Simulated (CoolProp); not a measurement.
A simple Rankine cycle with R1233zd(E): condensing at 327.15 K, boiler at 0.919 MPa, turbine inlet 372.4 K, turbine efficiency 0.65, pump efficiency 0.8, no recuperator. Each further row changes one setting.

Model: reference Helmholtz-energy equation of state, Akasaka 2022, in CoolProp.

```
case                             thermal efficiency (%)  net work (kJ/kg)  heat in (kJ/kg)  turbine exit temperature (K)  volume ratio over the turbine
-------------------------------  ----------------------  ----------------  ---------------  ----------------------------  -----------------------------
as stated                                           6.1        (withheld)              205                         346.5                           2.94
turbine inlet 392.4 K                               6.0              13.6       (withheld)                         367.7                           2.88
condensing temperature 319.15 K              (withheld)              15.4       (withheld)                         341.6                           3.73
boiler pressure 0.643 MPa                           4.1              8.68       (withheld)                         356.9                     (withheld)
turbine efficiency 0.55                             5.1        (withheld)              205                         348.7                     (withheld)
```

Q: Complete the blanks.

A: 
- as stated, net work (kJ/kg): 12.5
- turbine inlet 392.4 K, heat in (kJ/kg): 225
- condensing temperature 319.15 K, thermal efficiency (%): 7.2
- condensing temperature 319.15 K, heat in (kJ/kg): 215
- boiler pressure 0.643 MPa, heat in (kJ/kg): 211
- boiler pressure 0.643 MPa, volume ratio over the turbine: 1.98
- turbine efficiency 0.55, net work (kJ/kg): 10.4
- turbine efficiency 0.55, volume ratio over the turbine: 2.96
